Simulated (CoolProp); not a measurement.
Neopentane along the isobar 23.6 bar: Z from the reference equation and from simpler models built on Tc = 433.7 K, pc = 31.96 bar, ω = 0.196; each cubic takes its own stable root.

Computed with CoolProp (reference Helmholtz-energy equation of state, Lemmon 2006). It is a short technical equation, of lower accuracy than the large ones.

```json
[
 {"T (K)": "429.9", "phase": "gas", "reference": "0.6557"},
 {"T (K)": "444.9", "phase": "gas", "reference": "0.7132"},
 {"T (K)": "459.9", "phase": "gas", "reference": "0.7548"},
 {"T (K)": "475", "phase": "gas", "reference": "0.7874"},
 {"T (K)": "490", "phase": "gas", "reference": "0.8135"},
 {"T (K)": "505", "phase": "gas", "reference": "0.8353"},
 {"T (K)": "520", "phase": "gas", "reference": "0.8537"},
 {"T (K)": "535", "phase": "gas", "reference": "0.8694"},
 {"T (K)": "550", "phase": "gas", "reference": "0.8831"}
]
```

Problem. How far does each simpler model (Redlich-Kwong, Soave-Redlich-Kwong) lie from the reference over these 9 states: mean and median of the absolute difference, and the worst?

Solution. 
- Redlich-Kwong: mean 0.9 %, median 1.1 %, worst +1.4 % at 429.9 K and 23.6 bar
- Soave-Redlich-Kwong: mean 0.8 %, median 0.7 %, worst +1.2 % at 429.9 K and 23.6 bar
